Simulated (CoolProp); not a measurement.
A single-stage vapour-compression cycle with propylene: evaporating at 276.15 K (dew point), condensing at 337.15 K (bubble point), superheat 8 K, subcooling 0 K, compressor efficiency 0.65, no pressure losses. Each further row changes one setting.

Computed with CoolProp (reference Helmholtz-energy equation of state, Lemmon 2013).

| case | cooling COP | pressure ratio | discharge temperature (K) | refrigerating effect (kJ/kg) | volumetric capacity (kJ/m³) |
|---|---|---|---|---|---|
| as stated | 1.88 | 4.29 | 374.0 | 215 | 2770 |
| evaporating temperature 281.15 K | 2.14 | [?] | 370.9 | 220 | 3260 |
| condensing temperature 332.15 K | [?] | 3.88 | 367.5 | 232 | 2980 |
| subcooling 5 K | 2.02 | 4.29 | 374.0 | 232 | [?] |
| superheat 18 K | 1.91 | 4.29 | 384.4 | 232 | 2840 |
| compressor efficiency 0.55 | 1.59 | 4.29 | 383.2 | 215 | 2770 |

### Question
What belongs in the gaps?

### Answer

- evaporating temperature 281.15 K, pressure ratio: 3.72
- condensing temperature 332.15 K, cooling COP: 2.17
- subcooling 5 K, volumetric capacity (kJ/m³): 2990
